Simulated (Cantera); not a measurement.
Input: 1 mol CuO, 27 mol HF, 31 mol N₂, equilibrated at 898 K and 1.00 bar.

Equilibrium computed with Cantera from the NASA thermochemical tables; the gas is ideal and each condensed phase is pure. Candidate condensed phases: Cu, CuF₂, CuO, Cu(OH)₂, Cu₂O, H₂O; 45 gas species. Equilibrium is a limit: real reactors are often held back by kinetics, nucleation or transport.

Base state: N₂ 0.536, HF 0.460, H₂O 0.00369, H₂F₂ 1.24e-5 (mole fractions); condensed: CuF₂(s) + CuO(s) + Cu₂O(s).

### Question
What changes in the equilibrium state with this change: temperature from 898 K to 750 K?

### Answer
| species | before | after |
|---|---|---|
| N₂ | 0.536 | 0.544 |
| HF | 0.460 | 0.439 |
| H₂O | 0.00369 | 0.0175 |
| H₂F₂ | 1.24e-5 | 2.47e-5 |
| CuF₂(s), mol | 0.213 | 1.00 |
| CuO(s), mol | 0.786 | 0 |
| Cu₂O(s), mol | 0.000384 | 0 |
